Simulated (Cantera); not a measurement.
Equilibrium for boron, boron nitride and boron oxide: B2O3 + NH3 + H2

A closed system holds: 1 mol B2O3, 4.9 mol NH3, 38 mol H2, held at 1250 K and 0.323 Torr.

These are equilibrium values from Cantera (NASA tables, ideal gas, pure condensed phases), not measurements of a reactor. Candidate condensed phases: B, BN, B2O3, B3O3H3, H2O; 39 gas species. Mutual solubility and eutectic melting of coexisting phases are not modelled. Equilibrium is a limit: real reactors are often held back by kinetics, nucleation or transport.

```json
{
  "x(H2)": "0.947",
  "x(N2)": "0.0510",
  "x(HBO2)": "0.00121",
  "x(HBO)": "0.000417",
  "x(H2O)": "0.000231",
  "x(B2O3)": "0.000103",
  "x(H)": "2.27e-5",
  "x(B2O2)": "3.11e-6",
  "n(BN(s))": "0.0198 mol",
  "n(B2O3(l))": "0.946 mol",
  "gas_amount": "47.83 mol",
  "log10 activity of B(s) (absent)": "-3.54",
  "log10 activity of B3O3H3(s) (absent)": "-14.69"
}
```
